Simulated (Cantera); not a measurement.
# Adiabatic ignition

An adiabatic, constant-pressure homogeneous reactor starts with 24.4 % H2, 5.81 % O2, 69.8 % N2, equivalence ratio 2.1, at 1048 K and 0.987 atm.

Computed with Cantera and the H2/O2 subset of GRI-Mech 3.0, which has no nitrogen chemistry.

| t (s) | T (K) | x H2 | x O2 | x O | x H2O | x HO2 | x H2O2 |
|---|---|---|---|---|---|---|---|
| 5.00e-6 | 1048 | 0.244 | 0.0581 | 8.23e-12 | 3.04e-11 | 1.98e-10 | <1e-12 |
| 1.01e-5 | 1048 | 0.244 | 0.0581 | 2.17e-11 | 1.55e-10 | 4.44e-10 | <1e-12 |
| 2.05e-5 | 1048 | 0.244 | 0.0581 | 6.13e-11 | 8.16e-10 | 1.12e-9 | 3.29e-12 |
| 4.16e-5 | 1048 | 0.244 | 0.0581 | 2.35e-10 | 5.26e-9 | 3.87e-9 | 1.91e-11 |
| 8.44e-5 | 1048 | 0.244 | 0.0581 | 2.03e-9 | 6.22e-8 | 3.06e-8 | 2.02e-10 |
| 0.000171 | 1048 | 0.244 | 0.0581 | 1.24e-7 | 4.15e-6 | 1.77e-6 | 1.30e-8 |
| 0.000347 | 1452 | 0.105 | 0.00172 | 0.00120 | 0.113 | 1.15e-6 | 2.88e-7 |
| 0.000702 | 1809 | 0.128 | 3.17e-5 | 7.47e-5 | 0.121 | 2.20e-8 | 2.51e-8 |
| 0.00142 | 1864 | 0.133 | 5.79e-6 | 1.40e-5 | 0.122 | 4.78e-9 | 5.79e-9 |
| 0.00289 | 1884 | 0.134 | 1.30e-6 | 3.17e-6 | 0.123 | 1.15e-9 | 1.50e-9 |
| 0.00585 | 1894 | 0.135 | 3.15e-7 | 7.73e-7 | 0.123 | 2.69e-10 | 3.92e-10 |
| 0.0119 | 1898 | 0.135 | 8.33e-8 | 2.06e-7 | 0.123 | 6.34e-11 | 1.08e-10 |
| 0.0240 | 1900 | 0.136 | 2.81e-8 | 6.99e-8 | 0.123 | 1.87e-11 | 3.73e-11 |
| 0.0487 | 1901 | 0.136 | 1.60e-8 | 4.02e-8 | 0.123 | 9.85e-12 | 2.15e-11 |
| 0.0987 | 1901 | 0.136 | 1.45e-8 | 3.64e-8 | 0.123 | 8.80e-12 | 1.95e-11 |
| 0.200 | 1901 | 0.136 | 1.44e-8 | 3.64e-8 | 0.123 | 8.78e-12 | 1.95e-11 |
x: mole fraction; the columns are a selection and need not sum to one.

The time of steepest temperature rise is 0.334 ms, the temperature at 0.200 s comes out as 1901 K and the equilibrium temperature comes out as 1901 K. The x(H2) at 0.200 s is 0.136 (gas-phase equilibrium 0.136). The x(O2) at 0.200 s is 1.44e-8 (gas-phase equilibrium 1.44e-8). The x(O) at 0.200 s is 3.64e-8 (gas-phase equilibrium 3.64e-8).
